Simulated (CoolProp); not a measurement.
Saturation properties of n-dodecane.

Values from CoolProp's reference Helmholtz-energy equation of state, Lemmon 2004. It is a short technical equation, of lower accuracy than the large ones.

```
T (°C)  p (kPa)  enthalpy of vaporisation (kJ/kg)  surface tension (mN/m)  liquid viscosity (µPa s)  liquid conductivity (mW/(m K))
------  -------  --------------------------------  ----------------------  ------------------------  ------------------------------
248.75    207.0                             234.5                    7.62                       152                            88.9
259.65    257.2                             226.5                    6.91                       140                            86.8
270.45    315.6                             218.1                    6.21                       128                            84.8
281.25    383.9                             209.3                    5.53                       117                            82.7
292.15    463.9                             199.7                    4.86                       107                            80.7
302.95    555.3                             189.6                    4.20                      96.6                            78.8
313.75    660.0                             178.5                    3.56                      87.2                            76.8
324.65    780.8                             166.4                    2.93                      78.0                            74.9
335.45    916.9                             153.1                    2.33                      69.2                            73.1
346.25     1071                             138.0                    1.74                      60.6                            71.3
```

It boils at 216.3 °C under 1 atm.

Viscosity comes from a separate model (Huber 2004). Thermal conductivity comes from a separate model (Huber 2004). Surface tension comes from a separate correlation (Mulero 2012).
